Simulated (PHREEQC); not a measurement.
1 kg of water holding 0.42 mol/kgw Na2SO4, 0.26 mol/kgw NaCl and 0.11 mol/kgw NaHCO3 is evaporated at 30 °C; the solids stay in contact with the brine. The system is closed to CO2. The run lets Burkeite, Halite, Mirabilite, Nahcolite, Natron, Thenardite, Trona precipitate or redissolve, and no other solid.

Base run: PHREEQC, Pitzer model, pitzer.dat. Each further column changes one thing. The table gives ionic strength.

```tsv
H2O removed (mol)	base	temperature from 30 to 25 °C
0	1.63	1.63
18.01	2.42	2.42
34.69	4.35	4.35
41.44	6.44	6.44
47.7	9.06	…
50.23	8.30	…
52.58	7.59	…
53.53	7.66	7.78
54.41	7.66	7.78
54.76	7.66	7.78
```

Task: Complete the blanks.

Result: 
- 47.7, temperature from 30 to 25 °C: 8.19
- 50.23, temperature from 30 to 25 °C: 8.41
- 52.58, temperature from 30 to 25 °C: 7.76
